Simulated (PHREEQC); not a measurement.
## Copper plating or etch bath

Consider water at 25 °C with 1.6 mmol/kgw CuSO4, 0.21 mmol/kgw HBF4, 2 mmol/kgw FeCl3 and 0.066 mmol/kgw Na2CO3. Closed to the air; pH follows from the charge balance.

Computed with PHREEQC (ion-association model, phreeqc.dat).

This is a speciation only: nothing precipitates in the calculation.

Question: Predict the pH, ionic strength.

Answer: pH 2.91; ionic strength 0.0121 mol/kgw.

Question: In which forms is S present?

Answer: SO4-2 58 %, FeSO4+ 28 %, CuSO4 7.4 %, HSO4- 5.0 %, Fe(SO4)2- 0.7 % of the S.

Examples of supersaturated solids here: Hematite (slow to form), Goethite (slow to form). Others may be too. Species that the database lacks are ignored. Real BF4- forms and hydrolyses slowly; the run takes it at equilibrium. Fluoro complexes past AlF4- and FeF3 are missing from the database.
